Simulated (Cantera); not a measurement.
## Iron carbonyl, mercury and lead vapours: Pb + N2

Feed: 1 mol Pb, 32 mol N2, held at 36.0 Torr.

These are equilibrium values from Cantera (NASA tables, ideal gas, pure condensed phases), not measurements of a reactor. Candidate condensed phases: Pb; 4 gas species. The numbers say what is thermodynamically allowed, not how fast it happens.

```json
[
 {"T (K)": "1173", "x N2": "0.991", "x Pb": "0.00879", "x Pb2": "2.47e-7", "n Pb(l)": "0.716"},
 {"T (K)": "1198", "x N2": "0.987", "x Pb": "0.0130", "x Pb2": "4.75e-7", "n Pb(l)": "0.579"},
 {"T (K)": "1223", "x N2": "0.981", "x Pb": "0.0189", "x Pb2": "8.87e-7", "n Pb(l)": "0.383"},
 {"T (K)": "1248", "x N2": "0.973", "x Pb": "0.0271", "x Pb2": "1.62e-6", "n Pb(l)": "0.109"},
 {"T (K)": "1273", "x N2": "0.970", "x Pb": "0.0303", "x Pb2": "1.80e-6", "n Pb(l)": "0"},
 {"T (K)": "1298", "x N2": "0.970", "x Pb": "0.0303", "x Pb2": "1.61e-6", "n Pb(l)": "0"},
 {"T (K)": "1323", "x N2": "0.970", "x Pb": "0.0303", "x Pb2": "1.45e-6", "n Pb(l)": "0"},
 {"T (K)": "1348", "x N2": "0.970", "x Pb": "0.0303", "x Pb2": "1.31e-6", "n Pb(l)": "0"},
 {"T (K)": "1373", "x N2": "0.970", "x Pb": "0.0303", "x Pb2": "1.18e-6", "n Pb(l)": "0"},
 {"T (K)": "1398", "x N2": "0.970", "x Pb": "0.0303", "x Pb2": "1.08e-6", "n Pb(l)": "0"},
 {"T (K)": "1423", "x N2": "0.970", "x Pb": "0.0303", "x Pb2": "9.81e-7", "n Pb(l)": "0"}
]
```
x: gas mole fraction; n: condensed amount in mol.

From 1173 K to 1248 K the condensed part is Pb(l). From 1273 K to 1423 K nothing is condensed. The main Pb-bearing gas is Pb throughout.
